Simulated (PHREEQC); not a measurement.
# Silver or lead bath

Consider water at 90 °C with 0.097 mmol/kgw PbCl2, 1.8 mmol/kgw KNO3 and 0.73 mmol/kgw Zn(NO3)2. Closed to the air; pH follows from the charge balance.

Model: ion-association model, phreeqc.dat, run in PHREEQC.

The pH is 5.23 and the ionic strength is 0.00426 mol/kgw. The specific conductance is 1250 µS/cm.

```tsv
species	molality	activity	log γ
NO3-	0.00326	0.00300	-0.036
K+	0.00180	0.00166	-0.035
Zn+2	0.000721	0.000525	-0.137
Cl-	0.000189	0.000175	-0.035
Pb+2	9.17e-5	6.64e-5	-0.140
H+	6.36e-6	5.91e-6	-0.032
ZnOH+	6.05e-6	5.58e-6	-0.035
PbNO3+	3.19e-6	2.94e-6	-0.035
```

Precipitation was switched off in this run. Constants without temperature data keep their 25 °C values here.
